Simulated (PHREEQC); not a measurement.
Synthetic water in mg/L, 45 °C, pH 6.65, pe 12.5:

```
constituent         mg/L
------------------  ----
Na                   286
K                    191
Ca                   265
Mg                  64.5
Cl                   351
S(6) as SO4         2500
Alkalinity as HCO3   458
Cd                  12.9
Zn                  2.87
```

Na is adjusted to close the charge balance.
Valence states are taken as typed.

Equilibrium calculation in PHREEQC: ion-association model, phreeqc.dat.

Task: The ionic strength comes out as 0.0846 mol/kgw. What activity coefficients do KSO4-, Cd+2, HCO3-, Na+, Ca+2 get?

Result: KSO4- 0.79, Cd+2 0.38, HCO3- 0.79, Na+ 0.79, Ca+2 0.40.

No solid was allowed to form. Examples of supersaturated solids here: Otavite. Others may be too. Complexes and solids missing from the database can't appear. Constants without temperature data keep their 25 °C values here. The database's zinc carbonate complexes are estimates, stronger than later reviews accept.
